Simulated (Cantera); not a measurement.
Charge: 1 mol CO, 6.1 mol H2, 0.63 mol N2, held at 2623 K and 0.825 Torr.

Equilibrium computed with Cantera from the NASA thermochemical tables; the gas is ideal and each condensed phase is pure. Candidate condensed phases: C, C6H6, C7H8, C8H18, H2O; 136 gas species. Kinetics and transport are ignored.

Base state: H 0.618, H2 0.237, CO 0.0894, N2 0.0563 (mole fractions); condensed: gas only.

**Question.** What changes in the equilibrium state with this change: temperature from 2623 K to 2100 K?

**Answer.** 
```json
[
 {"species": "H2", "before": "0.237", "after": "0.718"},
 {"species": "CO", "before": "0.0894", "after": "0.124"},
 {"species": "H", "before": "0.618", "after": "0.0796"},
 {"species": "N2", "before": "0.0563", "after": "0.0783"}
]
```
